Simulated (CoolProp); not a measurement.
Values from CoolProp's reference Helmholtz-energy equation of state, Colonna 2008. It is a short technical equation, of lower accuracy than the large ones.

For dodecamethylcyclohexasiloxane (D6), give the phase and the Z, fugacity coefficient at 67.25 °C and 2050 kPa; 119.35 °C and 1150 kPa; 32.75 °C and 4930 kPa.


- 67.25 °C and 2050 kPa: liquid; Z 0.347, fugacity coefficient 6.79e-5
- 119.35 °C and 1150 kPa: liquid; Z 0.181, fugacity coefficient 0.00188
- 32.75 °C and 4930 kPa: liquid; Z 0.887, fugacity coefficient 3.33e-6
